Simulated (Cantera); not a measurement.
Charge: 1 mol Si, 2.3 mol HBr, 1.1 mol H₂, equilibrated at 0.0980 bar.

These are equilibrium values from Cantera (NASA tables, ideal gas, pure condensed phases), not measurements of a reactor. Candidate condensed phases: Br₂, Si; 19 gas species. The tables' values for SiBr₃ are old estimates; treat these amounts as uncertain. Kinetics and transport are ignored. All values below are at 1098 K.

Base state: H₂ 0.732, SiBr₄ 0.161, HBr 0.0780, SiHBr₃ 0.0130, SiBr₂ 0.0113, SiBr₃ 0.00383, SiH₂Br₂ 0.000498 (mole fractions); condensed: Si(s).

Question: What changes in the equilibrium state with this change: HBr from 2.3 to 11 mol?

Answer: 
```csv
species,before,after
HBr,0.0780,0.631
H₂,0.732,0.279
SiBr₄,0.161,0.0895
SiBr₂,0.0113,3.64e-5
SiHBr₃,0.0130,0.000340
SiH₂Br₂,0.000498,6.13e-7
SiBr₃,0.00383,0.000162
Br,5.74e-6,7.53e-5
"Si(s), mol",0.452,0
```
